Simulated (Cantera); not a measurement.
# Stirred combustor or abatement burner

A perfectly stirred reactor is fed with CH4 : H2 : O2 : N2 = 1 : 0.063 : 1.19 : 4.49 (molar parts), equivalence ratio 1.7, at 760 Torr; it is adiabatic with a 600 K inlet, and is followed from long to short residence time, starting on the burning branch (τ in s: 0.051, 0.021, 0.0088, 0.0037, 0.0015, 0.00063, 0.00026, 0.00011, 4.6e-05, 1.9e-05, 7.9e-06, 3.3e-06).

Detailed kinetics in Cantera: GRI-Mech 3.0 (53 species, 325 reactions).

| τ (s) | T (K) | x CH4 | x H2 | x O2 | x CH2 | x HCO | x CH2O |
|---|---|---|---|---|---|---|---|
| 0.051 | 1988 | 0.00242 | 0.109 | 0.000310 | 2.36e-6 | 1.12e-7 | 6.14e-6 |
| 0.021 | 1990 | 0.00332 | 0.104 | 0.000644 | 4.53e-6 | 2.13e-7 | 1.13e-5 |
| 0.0088 | 1987 | 0.00427 | 0.0986 | 0.00128 | 8.30e-6 | 4.25e-7 | 2.03e-5 |
| 0.0037 | 1977 | 0.00539 | 0.0935 | 0.00253 | 1.45e-5 | 8.78e-7 | 3.62e-5 |
| 0.0015 | 1952 | 0.00721 | 0.0879 | 0.00530 | 2.35e-5 | 1.92e-6 | 6.85e-5 |
| 0.00063 | 1880 | 0.0120 | 0.0805 | 0.0133 | 2.84e-5 | 4.12e-6 | 0.000152 |
| 0.00026 | 600 | 0.148 | 0.00934 | 0.176 | <1e-12 | <1e-12 | <1e-12 |
| 0.00011 | 600 | 0.148 | 0.00934 | 0.176 | <1e-12 | <1e-12 | <1e-12 |
| 4.6e-5 | 600 | 0.148 | 0.00934 | 0.176 | <1e-12 | <1e-12 | <1e-12 |
| 1.9e-5 | 600 | 0.148 | 0.00934 | 0.176 | <1e-12 | <1e-12 | <1e-12 |
| 7.9e-6 | 600 | 0.148 | 0.00934 | 0.176 | <1e-12 | <1e-12 | <1e-12 |
| 3.3e-6 | 600 | 0.148 | 0.00934 | 0.176 | <1e-12 | <1e-12 | <1e-12 |
x: mole fraction; the columns are a selection and need not sum to one.
